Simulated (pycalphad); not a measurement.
Effect of C content in Al-Si-C

All values are pycalphad results on the COST 507 light-alloy database (1999) (1 atm), not direct measurements. These are 1990s assessments: newer ones move some temperatures and phases. Phase fractions are per mole of atoms.

```csv
alloy,liquidus (°C),first solid,solidus (°C),phases at 577 °C
Al-0.375Si-0.06682C (wt.%),1442,AL4C3,640,"fcc 1.00, AL8SIC7 under 0.01"
Al-0.3753Si-0.1337C (wt.%),[?],AL4C3,[?],"fcc 0.99, AL8SIC7 0.01"
Al-0.3756Si-0.2008C (wt.%),1556,AL4C3,643,"fcc 0.99, AL8SIC7 0.01"
```

Some entries are withheld; supply them.


- Al-0.3753Si-0.1337C (wt.%), liquidus (°C): 1512
- Al-0.3753Si-0.1337C (wt.%), solidus (°C): 641

Database names, with the compositions (at.%) that they take in these runs: AL4C3: Al 57 C 43; AL8SIC7: Al 50 C 44 Si 6.
